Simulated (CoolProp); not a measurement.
Tetradecamethylhexasiloxane (MD4M) along the isobar 3.05 bar: density (kg/m³) from the reference equation and from simpler models built on Tc = 653.2 K, pc = 8.286 bar, ω = 0.800; each cubic takes its own stable root.

Model: reference Helmholtz-energy equation of state, Thol 2019, in CoolProp.

```csv
T (K),phase,reference
489.3,liquid,693.0
508,liquid,671.0
526.7,liquid,647.8
545.3,liquid,623.0
564,liquid,595.6
582.7,liquid,564.4
601.3,gas,37.13
620,gas,34.30
```

How far does each simpler model (van der Waals, Soave-Redlich-Kwong, Peng-Robinson) lie from the reference over these 8 states: mean and median of the absolute difference, and the worst?


- van der Waals: mean 60.4 %, median 69.1 %, worst -93.8 % at 564 K and 3.05 bar
- Soave-Redlich-Kwong: mean 9.4 %, median 10.5 %, worst -13.2 % at 582.7 K and 3.05 bar
- Peng-Robinson: mean 1.3 %, median 1.1 %, worst -2.8 % at 601.3 K and 3.05 bar

At some of these states van der Waals gives the other phase, because its saturation line lies elsewhere.
